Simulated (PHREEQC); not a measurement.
## Buffer: speciation

Dissolve 0.14 mol HF, 0.043 mol K2HPO4 and 0.27 mol KCl per kg of water at 35 °C. Closed to the air; pH follows from the charge balance.

Model: ion-association model, phreeqc.dat, run in PHREEQC.

No solid was allowed to form.

**Question.** Estimate the pH.

**Answer.** pH 2.76.

**Question.** In which forms is F present?

**Answer.** HF 54 %, F- 29 %, HF2- 17 % of the F.
